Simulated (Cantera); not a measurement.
# Equilibrium for calcination and drying: K₂CO₃ + C + O₂

Charge: 1 mol K₂CO₃, 0.037 mol C, 0.64 mol O₂, equilibrated at 1300 K.

These are equilibrium values from Cantera (NASA tables, ideal gas, pure condensed phases), not measurements of a reactor. Candidate condensed phases: C, K, KO₂, K₂CO₃, K₂O, K₂O₂; 15 gas species. Equilibrium is a limit: real reactors are often held back by kinetics, nucleation or transport.

```json
[
 {"P (Pa)": "10", "x O₂": "0.266", "x K": "0.483", "x CO₂": "0.251", "x KO": "0.000689", "x O": "9.13e-6", "x CO": "7.43e-6", "x K₂": "5.24e-7", "n K₂CO₃(l)": "0"},
 {"P (Pa)": "100", "x O₂": "0.856", "x K": "0.0612", "x CO₂": "0.0824", "x KO": "0.000495", "x O": "5.18e-6", "x CO": "4.31e-7", "x K₂": "8.43e-8", "n K₂CO₃(l)": "0.978"},
 {"P (Pa)": "1000", "x O₂": "0.940", "x K": "0.00126", "x CO₂": "0.0583", "x KO": "3.39e-5", "x O": "1.72e-6", "x CO": "9.20e-8", "x K₂": "3.59e-10", "n K₂CO₃(l)": "1.000"},
 {"P (Pa)": "10000", "x O₂": "0.942", "x K": "2.26e-5", "x CO₂": "0.0578", "x KO": "1.92e-6", "x O": "5.43e-7", "x CO": "2.88e-8", "x K₂": "1.14e-12", "n K₂CO₃(l)": "1.000"},
 {"P (Pa)": "100000", "x O₂": "0.942", "x K": "4.01e-7", "x CO₂": "0.0578", "x KO": "1.08e-7", "x O": "1.72e-7", "x CO": "9.11e-9", "x K₂": "<1e-12", "n K₂CO₃(l)": "1.00"},
 {"P (Pa)": "1000000", "x O₂": "0.942", "x K": "7.13e-9", "x CO₂": "0.0578", "x KO": "6.06e-9", "x O": "5.43e-8", "x CO": "2.88e-9", "x K₂": "<1e-12", "n K₂CO₃(l)": "1.00"}
]
```
x: gas mole fraction; n: condensed amount in mol.

At 0.000100 bar nothing is condensed. From 0.00100 bar to 10.0 bar the condensed part is K₂CO₃(l).
